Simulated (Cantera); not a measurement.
Input: 1 mol MgO, 0.2 mol I2, 1.4 mol O2, equilibrated at 3150 Torr.

These are equilibrium values from Cantera (NASA tables, ideal gas, pure condensed phases), not measurements of a reactor. Candidate condensed phases: I2, Mg, MgI2, MgO; 10 gas species. Kinetics and transport are ignored. All values below are at 1052 °C.

Base state: O2 0.842, I2 0.0824, I 0.0758 (mole fractions); condensed: MgO(s).

Problem. What changes in the equilibrium state with this change: pressure from 3150 Torr to 6000 Torr?

Solution. 
| species | before | after |
|---|---|---|
| O2 | 0.842 | 0.850 |
| I2 | 0.0824 | 0.0923 |
| I | 0.0758 | 0.0581 |
| MgO(s), mol | 1.00 | 1.00 |
